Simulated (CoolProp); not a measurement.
A Linde-Hampson liquefier for normal hydrogen: isothermal reversible compression at 280 K from 1 atm to 30 MPa, throttling to 1 atm, return gas leaving the recuperator 5 K below the feed. Each further row changes one setting.

Model: reference Helmholtz-energy equation of state, Leachman 2009, in CoolProp.

```
case                        compression work (kJ/kg of gas)
--------------------------  -------------------------------
as stated                                              6790
high pressure 60 MPa                                   7830
warm-end temperature 310 K                             7500
warm-end gap 10 K                                      6790
```
